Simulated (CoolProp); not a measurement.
Vapour-liquid equilibrium of R227EA (1) + isobutene (2) at 0.00367 MPa; x and y are mole fractions of (1).

Values from CoolProp's multi-fluid Helmholtz-energy mixture model, Lemmon 2016 and Lemmon 2005; pair parameters Bell 2016.

```json
[
 {"x": "0.05", "bubble temperature, mixture model (K)": "200.0", "bubble temperature, Raoult's law (K)": "203.8", "y, mixture model": "…", "y, Raoult's law": "0.066"},
 {"x": "0.125", "bubble temperature, mixture model (K)": "…", "bubble temperature, Raoult's law (K)": "203.4", "y, mixture model": "0.446", "y, Raoult's law": "0.161"},
 {"x": "0.2", "bubble temperature, mixture model (K)": "196.5", "bubble temperature, Raoult's law (K)": "203.1", "y, mixture model": "0.505", "y, Raoult's law": "0.252"},
 {"x": "0.275", "bubble temperature, mixture model (K)": "196.1", "bubble temperature, Raoult's law (K)": "202.8", "y, mixture model": "0.530", "y, Raoult's law": "0.337"},
 {"x": "0.35", "bubble temperature, mixture model (K)": "196.0", "bubble temperature, Raoult's law (K)": "202.4", "y, mixture model": "…", "y, Raoult's law": "0.419"},
 {"x": "0.425", "bubble temperature, mixture model (K)": "196.0", "bubble temperature, Raoult's law (K)": "202.1", "y, mixture model": "…", "y, Raoult's law": "0.498"},
 {"x": "0.5", "bubble temperature, mixture model (K)": "195.9", "bubble temperature, Raoult's law (K)": "201.9", "y, mixture model": "…", "y, Raoult's law": "0.573"},
 {"x": "0.575", "bubble temperature, mixture model (K)": "195.9", "bubble temperature, Raoult's law (K)": "201.6", "y, mixture model": "0.551", "y, Raoult's law": "0.644"},
 {"x": "0.65", "bubble temperature, mixture model (K)": "196.0", "bubble temperature, Raoult's law (K)": "201.3", "y, mixture model": "…", "y, Raoult's law": "0.713"},
 {"x": "0.725", "bubble temperature, mixture model (K)": "196.1", "bubble temperature, Raoult's law (K)": "201.0", "y, mixture model": "0.588", "y, Raoult's law": "0.779"},
 {"x": "0.8", "bubble temperature, mixture model (K)": "196.5", "bubble temperature, Raoult's law (K)": "200.8", "y, mixture model": "0.632", "y, Raoult's law": "0.842"},
 {"x": "0.875", "bubble temperature, mixture model (K)": "…", "bubble temperature, Raoult's law (K)": "200.5", "y, mixture model": "0.709", "y, Raoult's law": "0.903"},
 {"x": "0.95", "bubble temperature, mixture model (K)": "198.6", "bubble temperature, Raoult's law (K)": "200.3", "y, mixture model": "0.847", "y, Raoult's law": "0.962"}
]
```

**Question.** What belongs in the gaps?

**Answer.** 
- 0.05, y, mixture model: 0.288
- 0.125, bubble temperature, mixture model (K): 197.4
- 0.35, y, mixture model: 0.539
- 0.425, y, mixture model: 0.543
- 0.5, y, mixture model: 0.545
- 0.65, y, mixture model: 0.564
- 0.875, bubble temperature, mixture model (K): 197.2

The largest gap from Raoult's law is -6.7 K in bubble temperature, at x = 0.275. y crosses x between x = 0.5 and 0.575: the model has an azeotrope there.

Pair parameters are fitted to limited data, so mixtures are less certain than the pure fluids.
